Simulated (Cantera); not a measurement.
An adiabatic, constant-volume homogeneous reactor starts with CH₄ : O₂ : N₂ = 1 : 2 : 7.52 (molar parts), at 1350 K and 750 Torr. Integrator tolerance rtol = 1e-08.

Cantera simulation using GRI-Mech 3.0 (53 species, 325 reactions); the numbers are that mechanism's predictions, not measurements.

Question: What does this change do: initial temperature 1350 to 1150 K?

Answer: 
| quantity | before | after |
|---|---|---|
| time of steepest temperature rise | 5.95 ms | 91.9 ms |
| temperature at 7.00 s | 2861 K | 2808 K |
| equilibrium temperature | 2861 K | 2808 K |
| x(CH₄) at 7.00 s | <1e-12 (gas-phase equilibrium <1e-12) | <1e-12 (gas-phase equilibrium <1e-12) |
| x(O₂) at 7.00 s | 0.0197 (gas-phase equilibrium 0.0197) | 0.0176 (gas-phase equilibrium 0.0176) |
| x(CH₂CO) at 7.00 s | <1e-12 (gas-phase equilibrium <1e-12) | <1e-12 (gas-phase equilibrium <1e-12) |
| x(HCN) at 7.00 s | 3.04e-9 (gas-phase equilibrium 3.04e-9) | 2.32e-9 (gas-phase equilibrium 2.32e-9) |
| x(C₂H₂) at 7.00 s | <1e-12 (gas-phase equilibrium <1e-12) | <1e-12 (gas-phase equilibrium <1e-12) |
| x(CO) at 7.00 s | 0.0438 (gas-phase equilibrium 0.0438) | 0.0390 (gas-phase equilibrium 0.0390) |
